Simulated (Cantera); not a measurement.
A freely propagating, adiabatic, planar premixed flame of H2 : O2 : N2 = 1 : 0.781 : 2.94 (molar parts), unburnt at 425 K and 3.10 bar; mixture-averaged transport, grid criteria slope 0.08 and curve 0.16, no radiation.

Model: the H2/O2 subset of GRI-Mech 3.0, which has no nitrogen chemistry, integrated in Cantera. The hydrogen kinetics of GRI-Mech 3.0 are dated; newer H2 mechanisms differ, most at raised pressure. Burning velocities carry a grid error of a few per cent, more on coarse grids. Lean hydrogen flames are cellular in practice and burn faster than this planar one.

Problem. How do the results move with these cheaper or finer settings: unity-Lewis-number transport; multicomponent transport; multicomponent+Soret transport; grid criteria slope 0.5, curve 1; grid criteria slope 0.25, curve 0.5; grid criteria slope 0.03, curve 0.06?

Solution. 
```tsv
setting	laminar burning velocity	thermal thickness	peak x(H2O2)	peak x(OH)	grid points
as above	140 cm/s	0.105 mm	0.000115	0.00813	109
unity-Lewis-number transport	184 cm/s	0.0769 mm	4.67e-5	0.0107	111
multicomponent transport	140 cm/s	0.104 mm	0.000116	0.00818	109
multicomponent+Soret transport	128 cm/s	0.106 mm	0.000117	0.00789	111
grid criteria slope 0.5, curve 1	178 cm/s	0.119 mm	0.000101	0.00836	39
grid criteria slope 0.25, curve 0.5	142 cm/s	0.112 mm	0.000118	0.00778	50
grid criteria slope 0.03, curve 0.06	143 cm/s	0.103 mm	0.000113	0.00848	250
```
Unity Lewis numbers drop preferential diffusion, which matters most where H2 and H carry the flame; Soret adds thermal diffusion.
